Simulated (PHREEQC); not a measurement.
**Hard or scaling water: an equilibrium model**

Solution (25 °C): 9.2 mmol/kgw MgCl2, 0.038 mmol/kgw NaHCO3 and 49 mmol/kgw KCl. Closed to the air; pH follows from the charge balance.

Computed with PHREEQC (ion-association model, phreeqc.dat).

Precipitation was switched off in this run.

Question: Estimate the pH, density.

Answer: pH 7.60; density 1.000 g/cm³.

Question: In which forms is C present?

Answer: HCO3- 91 %, MgHCO3+ 4.3 %, CO2 4.0 %, MgCO3 0.5 % of the C.
